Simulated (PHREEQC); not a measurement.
# Metal-bearing waste water

A solution holds 0.052 mol CdCl2 and 0.041 mol ZnCl2 per kg of water, at 80 °C. Closed to the air; pH follows from the charge balance.

Computed with PHREEQC (ion-association model, phreeqc.dat).

```
Quantity               Result
--------------  -------------
pH                       4.75
ionic strength  0.146 mol/kgw
density           0.984 g/cm³
```

```json
[
 {"species": "Cl-", "molality": "0.112", "activity": "0.0802", "log γ": "-0.146"},
 {"species": "CdCl+", "molality": "0.0324", "activity": "0.0239", "log γ": "-0.133"},
 {"species": "Zn+2", "molality": "0.0235", "activity": "0.00692", "log γ": "-0.531"},
 {"species": "ZnCl+", "molality": "0.0161", "activity": "0.0116", "log γ": "-0.144"},
 {"species": "CdCl2", "molality": "0.00915", "activity": "0.00947", "log γ": "0.015"},
 {"species": "Cd+2", "molality": "0.00909", "activity": "0.00267", "log γ": "-0.532"},
 {"species": "CdCl3-", "molality": "0.00131", "activity": "0.000963", "log γ": "-0.133"},
 {"species": "ZnCl2", "molality": "0.00113", "activity": "0.00117", "log γ": "0.015"},
 {"species": "ZnCl3-", "molality": "0.000194", "activity": "0.000139", "log γ": "-0.144"},
 {"species": "ZnCl4-2", "molality": "2.74e-5", "activity": "8.08e-6", "log γ": "-0.531"},
 {"species": "H+", "molality": "2.25e-5", "activity": "1.78e-5", "log γ": "-0.101"},
 {"species": "ZnOH+", "molality": "1.95e-5", "activity": "1.43e-5", "log γ": "-0.133"}
]
```

This is a speciation only: nothing precipitates in the calculation. Constants without temperature data keep their 25 °C values here.
